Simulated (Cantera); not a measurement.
**Stirred combustor or abatement burner**

A perfectly stirred reactor is fed with CH₄ : C₂H₆ : C₃H₈ : O₂ : N₂ = 1 : 0.34 : 0.29 : 4.83 : 38.7 (molar parts), at 0.220 bar; it is adiabatic with a 350 K inlet, and is followed from long to short residence time, starting on the burning branch (τ in s: 0.069, 0.026, 0.0096, 0.0036, 0.0014, 0.00051, 0.00019, 7.1e-05, 2.6e-05, 9.9e-06, 3.7e-06).

Cantera simulation using GRI-Mech 3.0 (53 species, 325 reactions); the numbers are that mechanism's predictions, not measurements. GRI-Mech 3.0 was tuned for natural gas; its chemistry of propane as a main component is partial and can be far from experiment.

| τ (s) | T (K) | x CH₄ | x C₂H₆ | x C₃H₈ | x CH₂ | x H₂O |
|---|---|---|---|---|---|---|
| 0.069 | 1469 | 1.90e-5 | 1.46e-6 | 1.05e-6 | 2.58e-7 | 0.0864 |
| 0.026 | 1436 | 4.15e-5 | 3.06e-6 | 2.12e-6 | 4.18e-7 | 0.0846 |
| 0.0096 | 1393 | 0.000107 | 7.47e-6 | 5.08e-6 | 7.52e-7 | 0.0828 |
| 0.0036 | 350 | 0.0221 | 0.00753 | 0.00642 | <1e-12 | <1e-12 |
| 0.0014 | 350 | 0.0221 | 0.00753 | 0.00642 | <1e-12 | <1e-12 |
| 0.00051 | 350 | 0.0221 | 0.00753 | 0.00642 | <1e-12 | <1e-12 |
| 0.00019 | 350 | 0.0221 | 0.00753 | 0.00642 | <1e-12 | <1e-12 |
| 7.1e-5 | 350 | 0.0221 | 0.00753 | 0.00642 | <1e-12 | <1e-12 |
| 2.6e-5 | 350 | 0.0221 | 0.00753 | 0.00642 | <1e-12 | <1e-12 |
| 9.9e-6 | 350 | 0.0221 | 0.00753 | 0.00642 | <1e-12 | <1e-12 |
| 3.7e-6 | 350 | 0.0221 | 0.00753 | 0.00642 | <1e-12 | <1e-12 |
x: mole fraction; the columns are a selection and need not sum to one.
